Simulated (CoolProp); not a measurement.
Vapour-liquid equilibrium of n-hexane (1) + n-decane (2) at 1.06 bar; x and y are mole fractions of (1).

Model: multi-fluid Helmholtz-energy mixture model, Thol 2019 and Lemmon 2006; pair parameters Kunz 2012, in CoolProp.

Task: Give the bubble temperature and the first vapour's composition at x = 0.275, 0.35, 0.8. Is there an azeotrope?

Result: x = 0.275: 390.6 K, y = 0.865; x = 0.35: 381.6 K, y = 0.912; x = 0.8: 350.9 K, y = 0.992. No azeotrope shows between x = 0.05 and 0.95.

Pair parameters are fitted to limited data, so mixtures are less certain than the pure fluids.
